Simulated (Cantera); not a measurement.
An adiabatic, constant-volume homogeneous reactor starts with 2.55 % C3H8, 17.9 % O2, 67.5 % N2, 12.0 % H2O, equivalence ratio 0.71, at 1723 K and 1130 Torr.

Detailed kinetics in Cantera: GRI-Mech 3.0 (53 species, 325 reactions). GRI-Mech 3.0 was tuned for natural gas; its chemistry of propane as a main component is partial and can be far from experiment.

Task: Predict: time of steepest temperature rise; temperature at 0.300 s; equilibrium temperature; x(O2) at 0.300 s; x(H2O) at 0.300 s; x(OH) at 0.300 s; x(O) at 0.300 s.

Result: 
| Item | Result |
|---|---|
| time of steepest temperature rise | 11.6 µs |
| temperature at 0.300 s | 2770 K |
| equilibrium temperature | 2770 K |
| x(O2) at 0.300 s | 0.0488 (gas-phase equilibrium 0.0488) |
| x(H2O) at 0.300 s | 0.186 (gas-phase equilibrium 0.186) |
| x(OH) at 0.300 s | 0.0233 (gas-phase equilibrium 0.0233) |
| x(O) at 0.300 s | 0.00672 (gas-phase equilibrium 0.00672) |
